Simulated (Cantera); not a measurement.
Thermodynamics of sublimation and decomposition of ceramics, feed AlN + C + N2

Feed: 1 mol AlN, 0.08 mol C, 5.6 mol N2, equilibrated at 13.3 mbar.

These are equilibrium values from Cantera (NASA tables, ideal gas, pure condensed phases), not measurements of a reactor. Candidate condensed phases: Al, AlN, C; 16 gas species. Rates play no part.

```tsv
T (°C)	log p N2	log p Al	log p CN	log p C	log p C3	n AlN(s)	n C(graphite)
1150	-1.88	-10.47	-11.80	<-13	<-13	1.00	0.0800
1350	-1.88	-7.59	-9.83	<-13	<-13	1.000	0.0800
1550	-1.88	-5.35	-8.29	-12.33	-12.64	0.998	0.0800
1750	-1.88	-3.56	-7.06	-10.30	-10.31	0.880	0.0799
1950	-1.94	-2.73	-6.08	-8.64	-8.42	0	0.0794
2150	-1.94	-2.73	-5.24	-7.25	-6.84	0	0.0761
2350	-1.94	-2.73	-4.54	-6.08	-5.51	0	0.0568
2550	-1.94	-2.73	-4.07	-5.21	-4.80	0	0
2750	-1.95	-2.73	-3.98	-4.78	-5.14	0	0
```
log p: log10 of the partial pressure in bar; n: condensed amount in mol.

From 1150 °C to 1750 °C the condensed part is AlN(s) + C(graphite). From 1950 °C to 2350 °C the condensed part is C(graphite). From 2550 °C to 2750 °C nothing is condensed.
